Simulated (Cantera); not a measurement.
## Ignition delay

Mixture: 10.2 % CH4, 1.43 % CO, 17.6 % O2, 70.7 % N2, equivalence ratio 1.2, at 0.365 atm, adiabatic and at constant pressure. Ignition delay is the time to a rise of 400 K.

Model: GRI-Mech 3.0 (53 species, 325 reactions), integrated in Cantera.

| T0 (K) | delay (ms) |
|---|---|
| 1175 | 193 |
| 1225 | 89.1 |
| 1275 | 43.0 |
| 1325 | 21.7 |
| 1375 | 11.4 |
| 1425 | 6.33 |
| 1475 | 3.68 |
| 1525 | 2.25 |

```
Property                                                 Value
--------------------------------------------------  ----------
apparent activation energy between 1425 and 1525 K  190 kJ/mol
```
